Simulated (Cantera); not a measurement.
What does this Cantera script print?

```python
import numpy as np
import cantera as ct

gas_names = """
    C CH CH2 CH3 CH4 CN C2 C2H C2H2,acetylene C2H2,vinylidene C2H3,vinyl CH3CN C2H4 C2H5 C2H6 CCN CNC
    C2N2 C3 C3H3,propargyl C3H4,allene C3H4,propyne C3H4,cyclo- C3H5,allyl C3H6,propylene C3H6,cyclo-
    C3H7,n-propyl C3H7,i-propyl C3H8 C4 C4H2 C4H4,1,3-cyclo- C4H6,butadiene C4H6,2-butyne C4H6,cyclo-
    C4H8,1-butene C4H8,cis2-buten C4H8,tr2-butene C4H8,isobutene C4H8,cyclo- C4H9,n-butyl C4H9,i-butyl
    C4H9,s-butyl C4H9,t-butyl C4H10,isobutane C4H10,n-butane C4N2 C5 C5H6,1,3cyclo- C5H8,cyclo-
    C5H10,1-pentene C5H10,cyclo- C5H11,pentyl C5H11,t-pentyl C5H12,n-pentane C5H12,i-pentane
    CH3C(CH3)2CH3 C6H2 C6H5,phenyl C6H6 C6H10,cyclo- C6H12,1-hexene C6H12,cyclo- C6H13,n-hexyl
    C7H7,benzyl C7H8 C7H14,1-heptene C7H15,n-heptyl C7H16,n-heptane C8H8,styrene C8H10,ethylbenz
    C8H16,1-octene C8H17,n-octyl C8H18,isooctane C8H18,n-octane C9H19,n-nonyl C10H8,naphthale
    C10H21,n-decyl C12H9,o-bipheny C12H10,bipheny H HCN HCCN HNC H2 N NH NH2 NH3 N2 N2H2 N2H4
""".split()
cond_names = """
    C(gr) C6H6(L) C7H8(L) C8H18(L),n-octa
""".split()


def load(file, names, dense=False):
    # The tables refer to 1 bar. Condensed volumes are neglected.
    table = {s.name: s for s in ct.Species.list_from_file(file)}
    out = []
    for n in names:
        d = dict(table[n].input_data)
        d["thermo"] = dict(d["thermo"], **{"reference-pressure": 1e5})
        if dense:
            d["equation-of-state"] = {"model": "constant-volume", "density": "1e6 g/cm^3"}
        out.append(ct.Species.from_dict(d))
    return out


gas = ct.Solution(thermo="ideal-gas", species=load("nasa_gas.yaml", gas_names))
cond = {s.name: ct.Solution(thermo="fixed-stoichiometry", species=[s], name=s.name)
        for s in load("nasa_condensed.yaml", cond_names, dense=True)}
atoms = {
    'n-butane': {'C': 4, 'H': 10},
    'NH3': {'N': 1, 'H': 3},
    'H2': {'H': 2},
}
top_T = {'C(gr)': 4500}  # K; cautious upper limits of use, not melting points


def equilibrate(T, P, feed):
    n = {}
    for name, mol in feed.items():
        for a, k in atoms[name].items():
            n[a] = n.get(a, 0.0) + k * mol
    gas.TPX = T, P, n
    mass = sum(n.values()) * gas.mean_molecular_weight
    gas.equilibrate("TP")
    valid = [c for c in cond.values() if c.min_temp <= T <= top_T.get(c.name, c.max_temp)]
    mix = ct.Mixture([(gas, mass / gas.mean_molecular_weight)] + [(c, 0.0) for c in valid])
    mix.T, mix.P = T, P
    mix.equilibrate("TP", solver="vcs", rtol=1e-11, max_steps=5000)
    return mix


results = []
feed = {'n-butane': 1, 'NH3': 0.27, 'H2': 3.1}  # mol
P = 2500  # Pa
for T in [1848, 1948, 2048, 2148, 2248, 2348, 2448, 2548, 2648]:
    mix = equilibrate(T, P, feed)
    results.append((T, P, feed, dict(zip(mix.species_names, mix.species_moles))))
    x = sorted(zip(gas.X, gas.species_names), reverse=True)
    print(f"T = {T:g} K  P = {P:g} Pa  gas = {mix.phase_moles(0):.4g} mol")
    print("   x: " + "  ".join(f"{s} {v:.3e}" for v, s in x if v > 0.001))
    print("   condensed (mol): " + ("  ".join(f"{mix.phase(i).name} {mix.phase_moles(i):.4g}"
          for i in range(1, mix.n_phases) if mix.phase_moles(i) > 1e-12) or "none"))
```

It prints:

```
T = 1848 K  P = 2500 Pa  gas = 8.654 mol
   x: H2 9.803e-01  N2 1.511e-02  H 3.320e-03
   condensed (mol): C(gr) 3.987
T = 1948 K  P = 2500 Pa  gas = 8.671 mol
   x: H2 9.761e-01  N2 1.481e-02  H 7.061e-03  HCN 1.437e-03
   condensed (mol): C(gr) 3.978
T = 2048 K  P = 2500 Pa  gas = 8.701 mol
   x: H2 9.684e-01  N2 1.440e-02  H 1.394e-02  HCN 2.094e-03  C2H2,acetylene 1.015e-03
   condensed (mol): C(gr) 3.963
T = 2148 K  P = 2500 Pa  gas = 8.753 mol
   x: H2 9.554e-01  H 2.577e-02  N2 1.386e-02  HCN 2.917e-03  C2H2,acetylene 1.830e-03
   condensed (mol): C(gr) 3.94
T = 2248 K  P = 2500 Pa  gas = 8.838 mol
   x: H2 9.346e-01  H 4.492e-02  N2 1.316e-02  HCN 3.892e-03  C2H2,acetylene 3.096e-03
   condensed (mol): C(gr) 3.908
T = 2348 K  P = 2500 Pa  gas = 8.973 mol
   x: H2 9.030e-01  H 7.422e-02  N2 1.230e-02  HCN 4.978e-03  C2H2,acetylene 4.935e-03
   condensed (mol): C(gr) 3.861
T = 2448 K  P = 2500 Pa  gas = 9.176 mol
   x: H2 8.577e-01  H 1.166e-01  N2 1.130e-02  C2H2,acetylene 7.417e-03  HCN 6.105e-03
   condensed (mol): C(gr) 3.799
T = 2548 K  P = 2500 Pa  gas = 9.468 mol
   x: H2 7.963e-01  H 1.746e-01  C2H2,acetylene 1.050e-02  N2 1.018e-02  HCN 7.172e-03
   condensed (mol): C(gr) 3.716
T = 2648 K  P = 2500 Pa  gas = 9.876 mol
   x: H2 7.176e-01  H 2.492e-01  C2H2,acetylene 1.398e-02  N2 8.984e-03  HCN 8.061e-03  HNC 1.108e-03
   condensed (mol): C(gr) 3.611
```

Method: chemical equilibrium by Gibbs-energy minimisation in Cantera with the NASA 1993 tables (ideal gas, pure condensed phases).
